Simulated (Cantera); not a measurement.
## Transport properties of process gases

Gas mixture: 100 % NO, at 0.148 atm, frozen composition.

Cantera's kinetic-theory transport with the Lennard-Jones parameters of GRI-Mech 3.0, ideal gas; thermal conductivity in the multicomponent form. The composition is frozen, though it would react at the higher temperatures.

```
T (K)  ρ (kg/m³)  cp (J/kg/K)  μ (µPa s)  λ (mW/m/K)     Pr  D (cm²/s) N₂  D (cm²/s) H₂O  D (cm²/s) NH₃
-----  ---------  -----------  ---------  ----------  -----  ------------  -------------  -------------
400        0.135        998.6       23.1        32.5  0.711          2.29           2.64           2.55
650       0.0833         1054       32.3        48.1  0.708          5.23           6.49           6.18
900       0.0601         1114       40.1        63.1  0.707          9.03           11.6           10.9
1150      0.0471         1153       47.0        76.7  0.707          13.6           17.7           16.7
1400      0.0387         1181       53.4        89.3  0.707          18.8           24.8           23.3
1650      0.0328         1202       59.4         101  0.706          24.7           32.7           30.7
1900      0.0285         1219       65.1         112  0.706          31.2           41.5           38.9
```
D: mixture-averaged diffusion coefficient of that species in the mixture.
